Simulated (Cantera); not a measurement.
# Equilibrium for roasting and sulfation: FeS + H2S + CO2

Input: 1 mol FeS, 1.8 mol H2S, 0.2 mol CO2, at 2700 Pa.

Equilibrium computed with Cantera from the NASA thermochemical tables; the gas is ideal and each condensed phase is pure. Candidate condensed phases: C, C6H6, C7H8, C8H18, Fe, Fe(CO)5, FeO, Fe(OH)2, Fe(OH)3, FeS, FeSO4, FeS2, Fe2O3, Fe2(SO4)3, Fe3O4, H2O, H2SO4, S; 127 gas species. FeS: taken at fixed stoichiometry. Gases not in the tables: S3 to S7. Kinetics and transport are ignored.

From 477 °C to 527 °C the condensed part is FeS(s) + FeS2(s). From 577 °C to 1077 °C the condensed part is FeS(s).

| T (°C) | log p H2S | log p H2 | log p S2 | log p H2O | log p CO | log p CO2 | log p COS | n FeS(s) | n FeS2(s) |
|---|---|---|---|---|---|---|---|---|---|
| 477 | -1.67 | -2.73 | -5.24 | -3.05 | -3.21 | -2.74 | -3.61 | 0.818 | 0.182 |
| 527 | -1.65 | -2.95 | -4.01 | -3.04 | -3.28 | -2.74 | -3.46 | 0.893 | 0.107 |
| 577 | -1.66 | -3.05 | -3.15 | -3.02 | -3.29 | -2.77 | -3.39 | 1.00 | 0 |
| 627 | -1.68 | -2.85 | -2.97 | -2.93 | -3.12 | -2.84 | -3.44 | 1.00 | 0 |
| 677 | -1.71 | -2.68 | -2.81 | -2.87 | -2.99 | -2.92 | -3.52 | 1.00 | 0 |
| 727 | -1.75 | -2.54 | -2.68 | -2.81 | -2.90 | -3.02 | -3.61 | 1.00 | 0 |
| 777 | -1.79 | -2.41 | -2.57 | -2.77 | -2.83 | -3.12 | -3.71 | 1.00 | 0 |
| 827 | -1.84 | -2.30 | -2.48 | -2.75 | -2.79 | -3.24 | -3.82 | 1.00 | 0 |
| 877 | -1.89 | -2.21 | -2.40 | -2.73 | -2.76 | -3.35 | -3.94 | 1.00 | 0 |
| 927 | -1.96 | -2.14 | -2.34 | -2.72 | -2.74 | -3.46 | -4.06 | 1.00 | 0 |
| 977 | -2.03 | -2.08 | -2.29 | -2.72 | -2.73 | -3.57 | -4.18 | 1.00 | 0 |
| 1027 | -2.11 | -2.03 | -2.25 | -2.72 | -2.73 | -3.67 | -4.30 | 1.00 | 0 |
| 1077 | -2.18 | -1.99 | -2.22 | -2.72 | -2.73 | -3.75 | -4.41 | 1.00 | 0 |
log p: log10 of the partial pressure in bar; n: condensed amount in mol.
